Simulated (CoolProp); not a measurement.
Model: reference Helmholtz-energy equation of state, Gao 2022, in CoolProp.

For n-perfluorobutane, give the phase and the Z, speed of sound (m/s), expansivity (1/kK), fugacity coefficient at -51.05 °C and 176 kPa; -33.25 °C and 105 kPa.


- -51.05 °C and 176 kPa: liquid; Z 0.0128, speed of sound 630, expansivity 1.93, fugacity coefficient 0.0463
- -33.25 °C and 105 kPa: liquid; Z 0.00735, speed of sound 578, expansivity 2.00, fugacity coefficient 0.222
